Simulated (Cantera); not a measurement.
A Cantera script and what it prints.

```python
import numpy as np
import cantera as ct

gas_names = """
    TiO
""".split()
cond_names = """
    Ti2O3(a) Ti2O3(b) Ti2O3(L) TiO2(ru) TiO2(L)
""".split()


# ... load() reads the species with a 1 bar reference pressure and builds the phases ...
species = {s.name: s for s in load("nasa_gas.yaml", gas_names) + load("nasa_condensed.yaml", cond_names)}
# Each term lists the table entries of one substance; the one whose range holds T is used.
reactions = {
    'Ti2O3 = TiO2 + TiO(g)':
        [(-1, ['Ti2O3(a)', 'Ti2O3(b)', 'Ti2O3(L)']), (1, ['TiO2(ru)', 'TiO2(L)']), (1, ['TiO'])],
}


def pick(names, T):
    return next(species[n] for n in names if species[n].thermo.min_temp <= T <= species[n].thermo.max_temp)


results = []
for label, terms in reactions.items():
    print(label)
    print("     T/K   dH/kJ  dS/(J/K)   dG/kJ   log10 K")
    for T in [300, 2598, 2623, 2648, 2673, 2698, 2723, 2748, 2773]:
        used = [(nu, pick(names, T)) for nu, names in terms]
        dH = sum(nu * s.thermo.h(T) for nu, s in used) / 1e6
        dS = sum(nu * s.thermo.s(T) for nu, s in used) / 1e3
        dG = dH - T * dS / 1e3
        logK = -dG * 1e6 / (ct.gas_constant * T * np.log(10))
        results.append((label, T, dH, dS, dG, logK, [s.name for _, s in used]))
        print(f"{T:8g} {dH:8.1f} {dS:8.1f} {dG:8.1f} {logK:8.2f}")
```

Result:

```
Ti2O3 = TiO2 + TiO(g)
     T/K   dH/kJ  dS/(J/K)   dG/kJ   log10 K
     300    630.4    206.2    568.6   -99.00
    2598    523.7    123.9    201.8    -4.06
    2623    523.3    123.7    198.7    -3.96
    2648    522.9    123.6    195.6    -3.86
    2673    522.5    123.4    192.6    -3.76
    2698    522.0    123.3    189.5    -3.67
    2723    521.6    123.1    186.4    -3.58
    2748    521.2    123.0    183.3    -3.48
    2773    520.8    122.8    180.2    -3.40
```

Cantera with NASA thermochemical tables; ideal gases at 1 bar, condensed phases pure. Condensed species are held in their standard states even where they would react or evaporate.
